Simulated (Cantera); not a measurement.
A perfectly stirred reactor is fed with CH4 : H2 : H = 0.024 : 1 : 0.028 (molar parts), at 0.140 bar; it is held at 1698 K, and followed from long to short residence time.

Computed with Cantera and GRI-Mech 3.0 (53 species, 325 reactions). GRI-Mech 3.0 stops at C3 and has no aromatics, soot or wall deposition, so with more carbon than oxygen in the feed, carbon stays in small species such as C2H2 where larger ones or solid carbon would form.

### Question
What does this change do: temperature 1698 to 2173 K?

### Answer
```
quantity                  before     after
----------------------  --------  --------
x(CH4) at τ = 0.610 s     0.0115  0.000516
x(H2) at τ = 0.610 s       0.982     0.976
x(H) at τ = 0.610 s     0.000482    0.0128
x(C2H6) at τ = 0.610 s   6.99e-7   4.50e-9
x(CH2) at τ = 0.610 s    5.57e-8   2.36e-6
x(CH4) at τ = 30.0 ms     0.0165   0.00229
x(H2) at τ = 30.0 ms       0.979     0.975
x(H) at τ = 30.0 ms      0.00115    0.0124
x(C2H6) at τ = 30.0 ms   4.21e-6   8.61e-8
x(CH2) at τ = 30.0 ms    4.23e-7   9.49e-6
```

### Question
What does this change do: temperature 1698 to 1350 K?

### Answer
```
quantity                  before     after
----------------------  --------  --------
x(CH4) at τ = 0.610 s     0.0115    0.0196
x(H2) at τ = 0.610 s       0.982     0.979
x(H) at τ = 0.610 s     0.000482  0.000114
x(C2H6) at τ = 0.610 s   6.99e-7   7.49e-6
x(CH2) at τ = 0.610 s    5.57e-8   3.35e-9
x(CH4) at τ = 30.0 ms     0.0165    0.0208
x(H2) at τ = 30.0 ms       0.979     0.977
x(H) at τ = 30.0 ms      0.00115  0.000495
x(C2H6) at τ = 30.0 ms   4.21e-6   2.85e-5
x(CH2) at τ = 30.0 ms    4.23e-7   5.79e-8
```
